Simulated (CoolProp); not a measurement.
Vapour-liquid equilibrium of R22 (1) + R152A (2) at 328.5 K; x and y are mole fractions of (1).

The numbers come from the multi-fluid Helmholtz-energy mixture model, Kamei 1995 and Outcalt 1996; pair parameters Bell 2016 in CoolProp.

```csv
x,"bubble pressure, mixture model (bar)","bubble pressure, Raoult's law (bar)","y, mixture model","y, Raoult's law"
0.05,13.73,13.86,0.065,0.079
0.125,14.20,14.49,0.160,0.189
0.2,14.69,15.13,0.251,0.290
0.275,15.20,15.77,0.338,0.382
0.35,15.74,16.40,0.423,0.468
0.425,16.31,17.04,0.504,0.547
0.5,16.92,17.68,0.581,0.620
0.575,17.56,18.31,0.655,0.688
0.65,18.24,18.95,0.725,0.752
0.725,18.95,19.59,0.791,0.811
0.8,19.71,20.22,0.854,0.867
0.875,20.51,20.86,0.912,0.920
0.95,21.34,21.50,0.966,0.969
```

The largest gap from Raoult's law is -4.3 % in bubble pressure, at x = 0.5. No azeotrope shows between x = 0.05 and 0.95.

Pair parameters are fitted to limited data, so mixtures are less certain than the pure fluids.
